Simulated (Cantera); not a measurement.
Input: 1 mol borazine, 0.079 mol O₂, at 1423.15 K and 10000 Pa.

Cantera equilibrium calculation (NASA polynomials, part measured and part estimated; ideal gas, pure solids and liquids). Candidate condensed phases: B, BN, B₂O₃, B₃O₃H₃, H₂O; 39 gas species. The feed counts by its element totals alone. Mutual solubility and eutectic melting of coexisting phases are not modelled. Rates play no part.

Base state: H₂ 0.981, N₂ 0.0168, HBO₂ 0.00114, H₂O 0.000939, HBO 0.000394, B₂O₃ 4.12e-5, H 2.08e-5 (mole fractions); condensed: BN(s) + B₂O₃(l).

Task: What changes in the equilibrium state with this change: O₂ from 0.079 to 1.3 mol?

Result: 
```csv
species,before,after
H₂,0.981,0.773
N₂,0.0168,0.223
H₂O,0.000939,0.00175
HBO₂,0.00114,0.00156
HBO,0.000394,0.000228
H,2.08e-5,1.85e-5
"BN(s), mol",2.90,1.27
"B₂O₃(l), mol",0.0488,0.860
```
Gases not in the tables: H₃BO₃.

Task: What changes in the equilibrium state with this change: temperature from 1423.15 K to 1700 K?

Result: 
| species | before | after |
|---|---|---|
| H₂ | 0.981 | 0.949 |
| N₂ | 0.0168 | 0.0186 |
| HBO | 0.000394 | 0.0166 |
| HBO₂ | 0.00114 | 0.00774 |
| B₂O₂ | 1.47e-6 | 0.00135 |
| BO | 2.46e-7 | 0.000159 |
| B₂O₃ | 4.12e-5 | 0.00499 |
| BN(s), mol | 2.90 | 2.88 |
| B₂O₃(l), mol | 0.0488 | 0 |
